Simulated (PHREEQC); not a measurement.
## Buffer: speciation

A solution holds 0.19 mol/kgw NaH2PO4, 0.023 mol/kgw NaF and 0.07 mol/kgw KCl, at 15 °C. Closed to the air; pH follows from the charge balance.

The numbers come from PHREEQC with the ion-association model, phreeqc.dat.

* **pH**: 4.51
* **ionic strength**: 0.283 mol/kgw
* **activity of water**: 0.990
* **specific conductance**: 16900 µS/cm
* **density**: 1.020 g/cm³

| species | molality | activity | log γ |
|---|---|---|---|
| Na+ | 0.212 | 0.156 | -0.133 |
| H2PO4- | 0.188 | 0.137 | -0.138 |
| Cl- | 0.0700 | 0.0486 | -0.159 |
| K+ | 0.0700 | 0.0482 | -0.162 |
| F- | 0.0212 | 0.0145 | -0.166 |
| NaF | 0.00121 | 0.00130 | 0.028 |
| HPO4-2 | 0.000973 | 0.000261 | -0.571 |
| HF | 0.000524 | 0.000559 | 0.028 |
| H3PO4 | 0.000515 | 0.000549 | 0.028 |
| NaHPO4- | 0.000109 | 7.95e-5 | -0.138 |
| H+ | 3.91e-5 | 3.08e-5 | -0.104 |

This is a speciation only: nothing precipitates in the calculation. Complexes and solids missing from the database can't appear.
